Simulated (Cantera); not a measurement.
Feed: 1 mol n-butane, 0.99 mol H2O, 50 mol N2.

Equilibrium computed with Cantera from the NASA thermochemical tables; the gas is ideal and each condensed phase is pure. Candidate condensed phases: C, C6H6, C7H8, C8H18, H2O; 136 gas species. The ideal-gas law is rough above about 30 bar. Equilibrium is a limit: real reactors are often held back by kinetics, nucleation or transport.

Question: What condenses at these points (T in K, P in Pa): (2825, 27000); (2575, 10000000); (2625, 3700); (2725, 72); (2575, 520)?

Answer: 
| T (K) | P in Pa | condensed phases | C condensed (%) |
|---|---|---|---|
| 2825 | 27000 | C | 8.0 |
| 2575 | 10000000 | C | 32.9 |
| 2625 | 3700 | C | 33.0 |
| 2725 | 72 | gas only | 0.0 |
| 2575 | 520 | C | 41.1 |
